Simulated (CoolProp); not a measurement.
Vapour-liquid equilibrium of R143a (1) + R1234yf (2) at -6.45 °C; x and y are mole fractions of (1).

Model: multi-fluid Helmholtz-energy mixture model, Lemmon and Jacobsen 2000 and Lemmon 2022; pair parameters Bell 2016, in CoolProp.

| x | bubble pressure, mixture model (kPa) | bubble pressure, Raoult's law (kPa) | y, mixture model | y, Raoult's law |
|---|---|---|---|---|
| 0.05 | 266.6 | 264.9 | 0.096 | 0.095 |
| 0.2 | 307.4 | 302.7 | 0.327 | 0.333 |
| 0.35 | 346.2 | 340.5 | 0.503 | 0.518 |
| 0.5 | 383.6 | 378.3 | 0.646 | 0.667 |
| 0.65 | 420.1 | 416.1 | 0.767 | 0.788 |
| 0.8 | 456.2 | 453.9 | 0.874 | 0.889 |
| 0.95 | 492.3 | 491.7 | 0.970 | 0.974 |

The largest gap from Raoult's law is +1.7 % in bubble pressure, at x = 0.35. No azeotrope shows between x = 0.05 and 0.95.

Pair parameters are fitted to limited data, so mixtures are less certain than the pure fluids.
